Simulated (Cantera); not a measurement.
# Iron carbonyl, mercury and lead vapours: Fe(CO)5 + H2 + N2

Input: 1 mol Fe(CO)5, 0.4 mol H2, 1 mol N2, held at 1.00 bar.

Equilibrium computed with Cantera from the NASA thermochemical tables; the gas is ideal and each condensed phase is pure. Candidate condensed phases: C, C6H6, C7H8, C8H18, Fe, Fe(CO)5, FeO, Fe(OH)2, Fe(OH)3, Fe2O3, Fe3O4, H2O; 140 gas species. Condensed phases not in the tables: cementite and carbon dissolved in iron. Equilibrium is a limit: real reactors are often held back by kinetics, nucleation or transport.

From 1023 K to 1173 K the condensed part is C(graphite) + Fe(α). From 1198 K to 1273 K the condensed part is C(graphite) + Fe(γ).

```csv
T (K),x CO,x N2,x CO2,x H2,x H2O,x CH4,x HCN,x NH3,n C(graphite),n Fe(α),n Fe(γ)
1023,0.615,0.179,0.135,0.0608,0.0102,0.000277,7.76e-7,3.18e-6,0.810,1.00,0
1048,0.661,0.173,0.0971,0.0611,0.00755,0.000218,1.11e-6,2.69e-6,0.605,1.00,0
1073,0.697,0.168,0.0684,0.0612,0.00555,0.000172,1.56e-6,2.30e-6,0.439,1.00,0
1098,0.722,0.164,0.0476,0.0614,0.00408,0.000138,2.17e-6,1.98e-6,0.314,1.00,0
1123,0.740,0.162,0.0331,0.0615,0.00301,0.000111,2.99e-6,1.72e-6,0.222,1.00,0
1148,0.753,0.160,0.0231,0.0617,0.00223,9.05e-5,4.06e-6,1.51e-6,0.157,1.00,0
1173,0.761,0.159,0.0162,0.0618,0.00167,7.43e-5,5.44e-6,1.33e-6,0.112,1.00,0
1198,0.767,0.158,0.0114,0.0619,0.00126,6.15e-5,7.21e-6,1.18e-6,0.0798,0,1.00
1223,0.771,0.158,0.00818,0.0620,0.000961,5.12e-5,9.46e-6,1.05e-6,0.0576,0,1.00
1248,0.774,0.157,0.00592,0.0621,0.000739,4.30e-5,1.23e-5,9.45e-7,0.0420,0,1.00
1273,0.776,0.157,0.00433,0.0622,0.000574,3.63e-5,1.58e-5,8.50e-7,0.0309,0,1.00
```
x: gas mole fraction; n: condensed amount in mol.
